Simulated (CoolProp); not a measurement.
A closed Brayton cycle with carbon dioxide: compressor inlet 330.15 K and 9.2 MPa, high pressure 21.6 MPa, turbine inlet 890 K, compressor efficiency 0.89, turbine efficiency 0.93, recuperator effectiveness 0.95 (on enthalpy, no pinch check). Each further row changes one setting.

The numbers come from the reference Helmholtz-energy equation of state, Span 1996 in CoolProp.

```json
[
 {"case": "as stated", "thermal efficiency (%)": "39.0", "net work (kJ/kg)": "86.9", "compressor to turbine work": "0.32", "compressor exit (K)": "398.6", "turbine exit (K)": "778.8"},
 {"case": "turbine inlet 840 K", "thermal efficiency (%)": "[?]", "net work (kJ/kg)": "79.0", "compressor to turbine work": "0.34", "compressor exit (K)": "398.6", "turbine exit (K)": "[?]"},
 {"case": "compressor inlet 340.15 K", "thermal efficiency (%)": "38.3", "net work (kJ/kg)": "[?]", "compressor to turbine work": "[?]", "compressor exit (K)": "414.3", "turbine exit (K)": "778.8"},
 {"case": "high pressure 18.4 MPa", "thermal efficiency (%)": "[?]", "net work (kJ/kg)": "73.0", "compressor to turbine work": "[?]", "compressor exit (K)": "385.5", "turbine exit (K)": "799.2"},
 {"case": "recuperator effectiveness 0.5", "thermal efficiency (%)": "[?]", "net work (kJ/kg)": "86.9", "compressor to turbine work": "0.32", "compressor exit (K)": "398.6", "turbine exit (K)": "778.8"}
]
```

**Question.** Some entries are withheld; supply them.

**Answer.** 
- turbine inlet 840 K, thermal efficiency (%): 37.3
- turbine inlet 840 K, turbine exit (K): 732.8
- compressor inlet 340.15 K, net work (kJ/kg): 81.4
- compressor inlet 340.15 K, compressor to turbine work: 0.36
- high pressure 18.4 MPa, thermal efficiency (%): 37.7
- high pressure 18.4 MPa, compressor to turbine work: 0.30
- recuperator effectiveness 0.5, thermal efficiency (%): 20.5
